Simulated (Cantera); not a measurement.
An isothermal, constant-pressure homogeneous reactor starts with C₂H₆ : N₂ = 1 : 11 (molar parts), at 1550 K and 0.987 atm. Integrator tolerance rtol = 1e-08.

Computed with Cantera and GRI-Mech 3.0 (53 species, 325 reactions). GRI-Mech 3.0 stops at C3 and has no aromatics, soot or wall deposition, so with more carbon than oxygen in the feed, carbon stays in small species such as C2H2 where larger ones or solid carbon would form.

Task: What does this change do: C2H6 1 to 0.34 parts?

Result: 
```tsv
quantity	before	after
x(C₂H₆) at 10.0 s	1.23e-6 (gas-phase equilibrium 5.80e-7)	1.03e-7 (gas-phase equilibrium 2.32e-8)
x(HCN) at 10.0 s	2.32e-7 (gas-phase equilibrium 0.0776)	5.49e-7 (gas-phase equilibrium 0.0415)
x(C₂H₄) at 10.0 s	0.00155 (gas-phase equilibrium 0.000713)	0.000260 (gas-phase equilibrium 6.98e-5)
x(H) at 10.0 s	1.16e-5 (gas-phase equilibrium 1.17e-5)	7.37e-6 (gas-phase equilibrium 7.48e-6)
x(CH₂) at 10.0 s	8.55e-10 (gas-phase equilibrium 5.78e-10)	3.97e-10 (gas-phase equilibrium 1.81e-10)
x(C₂H) at 10.0 s	1.48e-8 (gas-phase equilibrium 6.56e-9)	9.42e-9 (gas-phase equilibrium 2.46e-9)
```

Task: What does this change do: pressure from 0.987 atm to 0.000799 atm?

Result: 
```
quantity                                              before                                     after
-----------------  -----------------------------------------  ----------------------------------------
x(C₂H₆) at 10.0 s    1.23e-6 (gas-phase equilibrium 5.80e-7)    7.51e-7 (gas-phase equilibrium <1e-12)
x(HCN) at 10.0 s      2.32e-7 (gas-phase equilibrium 0.0776)    3.62e-6 (gas-phase equilibrium 0.0794)
x(C₂H₄) at 10.0 s   0.00155 (gas-phase equilibrium 0.000713)  0.000137 (gas-phase equilibrium 6.37e-7)
x(H) at 10.0 s       1.16e-5 (gas-phase equilibrium 1.17e-5)  9.85e-5 (gas-phase equilibrium 0.000421)
x(CH₂) at 10.0 s   8.55e-10 (gas-phase equilibrium 5.78e-10)  1.79e-7 (gas-phase equilibrium 6.08e-10)
x(C₂H) at 10.0 s     1.48e-8 (gas-phase equilibrium 6.56e-9)   1.34e-7 (gas-phase equilibrium 2.38e-7)
```
Radical loss at walls, strong at low pressure, is not modelled.
